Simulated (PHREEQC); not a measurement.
PHREEQC input (ion-association model, wateq4f.dat):

```
SOLUTION_MASTER_SPECIES
  An  An-  0  An  62.0  # stands for a non-complexing anion
SOLUTION_SPECIES
  An- = An-
    -log_k 0
    -gamma 3.0 0
PHASES
  Fix_H+
    H+ = H+
    -log_k 0
SOLUTION 1
  temp 25
  units mmol/kgw
  pH 7 charge
  Cl 10.1
  Ba 0.15
  Cu(2) 4.9
  Na 50
  An 50
END
SELECTED_OUTPUT 1
  -reset false
  -pH true
  -pe true
  -ionic_strength true
  -water true
  -totals Ba Cl Cu Na Cu(1) Cu(2)
  -molalities Hfo_wOH Hfo_wOH2+ Hfo_wO- Hfo_sOH Hfo_sOH2+ Hfo_sO- Hfo_sOHBa+2 Hfo_wOBa+ Hfo_sOCu+ Hfo_wOCu+
  -saturation_indices Cu(OH)2 Atacamite Halite
USER_PUNCH 1
  -headings sigma psi
  10 PUNCH EDL("sigma", "Hfo"), EDL("psi", "Hfo")
PRINT
  -reset false
USE solution 1
SURFACE 1
  Hfo_wOH 0.00449438 600 2
  Hfo_sOH 0.00011236
EQUILIBRIUM_PHASES 1
  Fix_H+ -3 HAn 10
    -force_equality true
  O2(g) -0.68 10
END
# ... the last block is repeated for the other 16 points of pH, with NaOH or the acid as the point needs
```

Selected output (columns that matter, 17 of 17 rows; pH added in front):

```
pH	mu	Ba	Cl	Cu	Na	m_Hfo_wOH	m_Hfo_wOH2+	m_Hfo_wO-	m_Hfo_sOH	si_Cu(OH)2	si_Atacamite	si_Halite	sigma	psi
3	0.068431	0.00015	0.0101	0.0048895	0.05	0.00012391	0.0043685	8.052e-08	2.8613e-06	-5.3099	-5.7785	-5.0769	0.36023	0.16225
3.5	0.067338	0.00015	0.0101	0.0048326	0.05	0.0003409	0.0041348	6.4387e-07	4.7967e-06	-4.3131	-4.2843	-5.0758	0.34253	0.16009
4	0.066327	0.00015	0.0101	0.0046518	0.05	0.00076583	0.0035745	3.7588e-06	2.5566e-06	-3.3279	-2.8133	-5.0746	0.30804	0.15504
4.5	0.063863	0.00015	0.0101	0.0039376	0.05	0.0012552	0.0023715	1.522e-05	8.3032e-07	-2.3961	-1.4479	-5.0716	0.26698	0.1487
5	0.061242	0.00015	0.0101	0.002623	0.051422	0.0013845	0.00089564	4.9027e-05	3.6645e-07	-1.5683	-0.2903	-5.0559	0.25119	0.14666
5.5	0.060261	0.00014999	0.010099	0.001699	0.053148	0.0010741	0.00019799	0.00013348	1.9991e-07	-0.7586	0.8303	-5.04	0.26257	0.14933
6	0.05969	0.00014999	0.010099	0.0012313	0.05399	0.00062984	3.3046e-05	0.00027501	1.0192e-07	0.0802	2.0085	-5.0322	0.27554	0.15204
6.5	0.059386	0.00014999	0.010099	0.0010604	0.054655	0.0003214	5.3743e-06	0.00044031	4.9637e-08	0.8893	3.1272	-5.0264	0.27376	0.15184
7	0.059258	0.00014999	0.010099	0.0011397	0.055535	0.00018361	1.1674e-06	0.00066156	2.897e-08	1.5431	3.935	-5.0191	0.24925	0.1471
7.5	0.059263	0.00014999	0.010099	0.0013928	0.056668	0.00012709	3.8075e-07	0.00097187	2.1537e-08	1.9984	4.3458	-5.0102	0.20387	0.13686
8	0.059411	0.00014999	0.010099	0.0017374	0.057808	0.00010611	1.9284e-07	0.0013376	1.9997e-08	2.2473	4.3436	-5.0017	0.14672	0.12012
8.5	0.059675	0.00014998	0.010099	0.0020597	0.058598	9.9046e-05	1.3482e-07	0.0016669	2.0852e-08	2.3543	4.0574	-4.996	0.094314	0.097967
9	0.059912	0.00014996	0.010099	0.0022974	0.05911	9.5353e-05	1.0915e-07	0.0019082	2.1972e-08	2.4064	3.6615	-4.9925	0.055779	0.072839
9.5	0.060102	0.00014977	0.010099	0.0024603	0.059469	9.2791e-05	9.5129e-08	0.0020735	2.286e-08	2.4368	3.2221	-4.9901	0.029404	0.046094
10	0.060304	0.00014807	0.010099	0.002578	0.059794	9.0815e-05	8.6218e-08	0.0021914	2.3532e-08	2.457	2.7623	-4.988	0.010593	0.01849
10.5	0.060664	0.00013418	0.010099	0.0026899	0.060295	8.8667e-05	7.8598e-08	0.0022914	2.4019e-08	2.4747	2.2977	-4.9848	-0.0052736	-0.0093262
11	0.061586	7.4241e-05	0.010099	0.0028565	0.061503	8.4806e-05	6.8595e-08	0.0024019	2.4215e-08	2.4986	1.8449	-4.9772	-0.022502	-0.03655
```

Along this series the solution becomes supersaturated in solids that the run did not let form, among them Cu(OH)2, Atacamite. The database's constant for dissolved Cu(OH)2 is higher than later reviews accept. The oxide is taken as insoluble; below pH 4 it would dissolve.
